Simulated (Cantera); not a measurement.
An adiabatic, constant-pressure homogeneous reactor starts with 3.44 % CH4, 0.344 % C2H6, 20.2 % O2, 76.0 % N2, at 1525 K and 3750 Torr.

Detailed kinetics in Cantera: GRI-Mech 3.0 (53 species, 325 reactions).

One state of this run: T (K) = 2338; x CH4 = <1e-12; x C2H6 = <1e-12; x O2 = 0.119; x H = 8.50e-5; x HCO = 6.04e-11; x O = 0.000958. x: mole fraction; the columns are a selection and need not sum to one.

Question: Which value of t (s) does it belong to?
A) 2.06e-5
B) 4.73e-5
C) 0.00688
D) 0.000109

Answer: C, 0.00688
